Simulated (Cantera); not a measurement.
An isothermal, constant-pressure homogeneous reactor starts with 52.9 % NO, 47.1 % N₂, at 1975 K and 0.0168 atm.

Computed with Cantera and GRI-Mech 3.0 (53 species, 325 reactions). Radical loss at walls, strong at low pressure, is not modelled.

x: mole fraction; the columns are a selection and need not sum to one.

```
t (s)       x NO      x O₂     x N₂O   x N₂  x NO₂       x O
--------  ------  --------  --------  -----  -----  --------
0.000400   0.529   4.46e-9   1.83e-6  0.471      …   1.85e-6
0.000987   0.529   2.73e-8   4.46e-6  0.471      …   4.59e-6
0.00243    0.529   1.69e-7   1.07e-5  0.471      …   1.15e-5
0.00600    0.529   1.07e-6   2.48e-5  0.471      …   2.95e-5
0.0148     0.529   7.35e-6   5.26e-5  0.471      …   7.88e-5
0.0365     0.529   5.58e-5   9.06e-5  0.471      …  0.000209
0.0900     0.528  0.000380  0.000107  0.471      …  0.000427
0.222      0.525   0.00167  0.000101  0.473      …  0.000544
0.548      0.518   0.00517   9.57e-5  0.476      …  0.000607
1.35       0.499    0.0144   8.48e-5  0.485      …  0.000737
3.33       0.450    0.0390   6.30e-5  0.510      …  0.000993
8.22       0.327    0.0999   2.92e-5  0.571      …   0.00143
20.3       0.131     0.198   4.15e-6  0.669      …   0.00191
50.0      0.0244     0.251   1.75e-7  0.722      …   0.00213
```

**Question.** What belongs in the gaps?

**Answer.** 
- 0.000400, x NO₂: 4.88e-9
- 0.000987, x NO₂: 2.86e-8
- 0.00243, x NO₂: 1.59e-7
- 0.00600, x NO₂: 7.92e-7
- 0.0148, x NO₂: 3.16e-6
- 0.0365, x NO₂: 8.76e-6
- 0.0900, x NO₂: 1.49e-5
- 0.222, x NO₂: 1.82e-5
- 0.548, x NO₂: 2.23e-5
- 1.35, x NO₂: 3.04e-5
- 3.33, x NO₂: 4.35e-5
- 8.22, x NO₂: 5.15e-5
- 20.3, x NO₂: 2.96e-5
- 50.0, x NO₂: 6.25e-6
